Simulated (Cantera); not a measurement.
An adiabatic, constant-volume homogeneous reactor starts with CH4 : C2H6 : C3H8 : O2 : N2 = 1 : 0.05 : 1.2 : 10.6 : 105 (molar parts), equivalence ratio 0.77, at 1500 K and 0.420 bar.

Cantera simulation using GRI-Mech 3.0 (53 species, 325 reactions); the numbers are that mechanism's predictions, not measurements. GRI-Mech 3.0 was tuned for natural gas; its chemistry of propane as a main component is partial and can be far from experiment.

Question: Predict: time of steepest temperature rise; temperature at 1.00 s; equilibrium temperature; x(H2O2) at 1.00 s; x(CO2) at 1.00 s.

Answer: 
- time of steepest temperature rise: 0.244 ms
- temperature at 1.00 s: 2351 K
- equilibrium temperature: 2351 K
- x(H2O2) at 1.00 s: 3.10e-8 (gas-phase equilibrium 3.10e-8)
- x(CO2) at 1.00 s: 0.0344 (gas-phase equilibrium 0.0344)
